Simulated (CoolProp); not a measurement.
Properties of decamethyltetrasiloxane (MD2M) along the isotherm 578.5 K (Tc = 599.4 K, pc = 1.144 MPa, ω = 0.635).

Computed with CoolProp (reference Helmholtz-energy equation of state, Thol 2017).

```csv
p (MPa),phase,density (kg/m³),cp (kJ/(kg K)),speed of sound (m/s),expansivity (1/kK)
0.132,gas,8.915,2.009,119.9,2.032
0.264,gas,18.75,2.022,114.0,2.439
0.396,gas,29.81,2.042,107.2,3.024
0.528,gas,42.66,2.074,99.00,3.949
0.66,gas,58.46,2.135,88.46,5.674
0.792,gas,80.60,2.303,72.94,10.36
0.924,liquid,477.1,2.573,138.9,7.654
1.06,liquid,485.0,2.512,152.6,6.498
1.19,liquid,491.4,2.473,163.9,5.770
1.32,liquid,496.9,2.444,173.8,5.242
1.45,liquid,501.7,2.421,182.8,4.837
1.58,liquid,506.1,2.403,191.1,4.514
1.72,liquid,510.4,2.387,199.3,4.230
```
